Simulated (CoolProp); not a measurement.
Values from CoolProp's reference Helmholtz-energy equation of state, Platzer 1990. This equation is an older, rougher fit; its heat capacities, sound speeds and derivatives of the liquid may be far off and weren't checked against measurements.

Q: Give the vapour pressure (MPa), liquid density (kg/m³), liquid viscosity (µPa s), liquid conductivity (mW/(m K)) of saturated CF4 (R14) at -141.25, -107.65 °C.

A: 
```tsv
T (°C)	p (MPa)	liquid density (kg/m³)	liquid viscosity (µPa s)	liquid conductivity (mW/(m K))
-141.25	0.0360	1670	304	106
-107.65	0.350	1490	166	80.2
```

Viscosity comes from a separate model (Huber 2003), an estimate that may be off by 10 % or more. Thermal conductivity comes from a separate model (Huber 2003), an estimate that may be off by 10 % or more.
